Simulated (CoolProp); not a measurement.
Properties of R404A along the isobar 101 kPa (Tc = 345.3 K, pc = 3735 kPa, ω = 0.293).

Model: reference Helmholtz-energy equation of state, Lemmon 2003, in CoolProp. It is a pseudo-pure fit of the blend.

```json
[
 {"T (K)": "292.7", "phase": "gas", "Z": "0.9821", "Prandtl number": "0.799"},
 {"T (K)": "301.3", "phase": "gas", "Z": "0.9839", "Prandtl number": "0.795"},
 {"T (K)": "309.9", "phase": "gas", "Z": "0.9855", "Prandtl number": "0.793"},
 {"T (K)": "318.5", "phase": "gas", "Z": "0.9868", "Prandtl number": "0.792"},
 {"T (K)": "327.1", "phase": "gas", "Z": "0.9880", "Prandtl number": "0.791"},
 {"T (K)": "335.7", "phase": "gas", "Z": "0.9891", "Prandtl number": "0.791"},
 {"T (K)": "344.3", "phase": "gas", "Z": "0.9900", "Prandtl number": "0.792"},
 {"T (K)": "353", "phase": "gas", "Z": "0.9908", "Prandtl number": "0.793"}
]
```

Viscosity comes from a separate model (Geller 2000). Thermal conductivity comes from a separate model (Geller 2001).
